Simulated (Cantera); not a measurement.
Feed: 1 mol HgO, a varied amount of N2, at 0.133 bar.

Method: chemical equilibrium by Gibbs-energy minimisation in Cantera with the NASA 1993 tables (ideal gas, pure condensed phases). Candidate condensed phases: Hg, HgO; 10 gas species. Kinetics and transport are ignored.

Problem. What condenses at these points (T in °C, n(N2) in mol): (350, 0.58); (300, 4.1); (450, 5.8); (575, 0.58); (600, 9.3)?

Solution. 
| T (°C) | n(N2) in mol | condensed phases | Hg condensed (%) |
|---|---|---|---|
| 350 | 0.58 | HgO | 43.4 |
| 300 | 4.1 | HgO | 65.3 |
| 450 | 5.8 | gas only | 0.0 |
| 575 | 0.58 | gas only | 0.0 |
| 600 | 9.3 | gas only | 0.0 |
